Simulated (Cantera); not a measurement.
A perfectly stirred reactor is fed with 97.8 % N2O, 2.15 % H2O, at 1130 Torr; it is held at 1075 K, and followed from long to short residence time.

Cantera simulation using GRI-Mech 3.0 (53 species, 325 reactions); the numbers are that mechanism's predictions, not measurements. GRI-Mech 3.0 was tuned for natural gas; its chemistry of N2O as a main component is partial and can be far from experiment. The mechanism lacks the step 2 NO + O2 → 2 NO2, which can matter for NO2 below about 1400 K. The temperature is held fixed by assumption; the heat of reaction is taken as removed at once.

### Question
Predict: x(N2O) at τ = 14.0 s; x(H2O) at τ = 14.0 s; x(NO2) at τ = 14.0 s; x(NO) at τ = 14.0 s; x(H2O2) at τ = 14.0 s; x(N2O) at τ = 36.0 ms; x(H2O) at τ = 36.0 ms; x(NO2) at τ = 36.0 ms; x(NO) at τ = 36.0 ms; x(H2O2) at τ = 36.0 ms.

### Answer
```json
{
 "x(N2O) at τ = 14.0 s": "0.462",
 "x(H2O) at τ = 14.0 s": "0.0178",
 "x(NO2) at τ = 14.0 s": "0.000543",
 "x(NO) at τ = 14.0 s": "0.0130",
 "x(H2O2) at τ = 14.0 s": "1.16e-8",
 "x(N2O) at τ = 36.0 ms": "0.975",
 "x(H2O) at τ = 36.0 ms": "0.0215",
 "x(NO2) at τ = 36.0 ms": "4.85e-5",
 "x(NO) at τ = 36.0 ms": "8.41e-5",
 "x(H2O2) at τ = 36.0 ms": "2.05e-8"
}
```
